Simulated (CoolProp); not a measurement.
Properties of the fluoroketone C6F12O (FK-5-1-12) at several states (Tc = 168.7 °C, pc = 1.869 MPa, ω = 0.471).

Values from CoolProp's reference Helmholtz-energy equation of state, McLinden 2015.

```csv
T (°C),p (MPa),phase,isothermal compressibility (1/MPa),fugacity coefficient
109.85,4.56,liquid,0.009105,0.1376
9.55,0.702,liquid,0.002422,0.02974
221.55,0.382,gas,2.750,0.9539
```
